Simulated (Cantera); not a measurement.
A perfectly stirred reactor is fed with 1.36 % CH4, 97.3 % H2, 1.36 % CO2, at 0.110 bar; it is held at 1500 K, and followed from long to short residence time.

Detailed kinetics in Cantera: GRI-Mech 3.0 (53 species, 325 reactions).

Problem. Predict: x(CH4) at τ = 7.60 s; x(H2) at τ = 7.60 s; x(CO2) at τ = 7.60 s; x(C2H6) at τ = 7.60 s; x(C2H4) at τ = 7.60 s; x(CH4) at τ = 63.0 ms; x(H2) at τ = 63.0 ms; x(CO2) at τ = 63.0 ms; x(C2H6) at τ = 63.0 ms; x(C2H4) at τ = 63.0 ms.

Solution. 
| Property | Result |
|---|---|
| x(CH4) at τ = 7.60 s | 0.0119 |
| x(H2) at τ = 7.60 s | 0.961 |
| x(CO2) at τ = 7.60 s | 0.00139 |
| x(C2H6) at τ = 7.60 s | 2.31e-7 |
| x(C2H4) at τ = 7.60 s | 2.72e-5 |
| x(CH4) at τ = 63.0 ms | 0.0136 |
| x(H2) at τ = 63.0 ms | 0.972 |
| x(CO2) at τ = 63.0 ms | 0.0129 |
| x(C2H6) at τ = 63.0 ms | 1.79e-7 |
| x(C2H4) at τ = 63.0 ms | 1.88e-6 |
